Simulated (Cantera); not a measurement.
Feed: 1 mol Si, 2.8 mol Cl2, 26 mol H2, held at 10000 Pa.

Equilibrium computed with Cantera from the NASA thermochemical tables; the gas is ideal and each condensed phase is pure. Candidate condensed phases: Si; 19 gas species. The tables' values for SiCl3 are old estimates; treat these amounts as uncertain. Rates play no part. All values below are at 873 K.

Base state: H2 0.905, HCl 0.0587, SiCl4 0.0348, SiHCl3 0.00115, SiCl3 1.02e-5 (mole fractions); condensed: gas only.

**Question.** What changes in the equilibrium state with this change: 0.27 mol NH3 added?

**Answer.** 
```json
[
 {"species": "H2", "before": "0.905", "after": "0.887"},
 {"species": "HCl", "before": "0.0587", "after": "0.0854"},
 {"species": "SiCl4", "before": "0.0348", "after": "0.0275"},
 {"species": "N2", "before": "0", "after": "1.55e-5"},
 {"species": "SiHCl3", "before": "0.00115", "after": "0.000611"},
 {"species": "SiCl3", "before": "1.02e-5", "after": "5.48e-6"},
 {"species": "Si3N4(s), mol", "before": "0", "after": "0.0673"}
]
```
Further candidate phases: NH4Cl, Si3N4.
